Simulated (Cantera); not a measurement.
A perfectly stirred reactor is fed with CO : O2 : H2O : N2 = 0.0098 : 0.015 : 0.00047 : 1 (molar parts), equivalence ratio 0.33, at 80000 Pa; it is held at 1098 K, and followed from long to short residence time.

Cantera simulation using GRI-Mech 3.0 (53 species, 325 reactions); the numbers are that mechanism's predictions, not measurements.

Q: What does this change do: temperature 1098 to 923 K?

A: 
```
quantity                 before     after
---------------------  --------  --------
x(CO) at τ = 11.0 s    0.000270   0.00904
x(O2) at τ = 11.0 s      0.0100    0.0144
x(H2O) at τ = 11.0 s   0.000459  0.000457
x(N2O) at τ = 11.0 s    1.20e-6   2.47e-8
x(NO2) at τ = 11.0 s    2.51e-8  1.86e-11
x(CO) at τ = 41.0 ms    0.00652   0.00956
x(O2) at τ = 41.0 ms     0.0131    0.0146
x(H2O) at τ = 41.0 ms  0.000446  0.000458
x(N2O) at τ = 41.0 ms   3.84e-7    <1e-12
x(NO2) at τ = 41.0 ms  2.46e-10    <1e-12
```
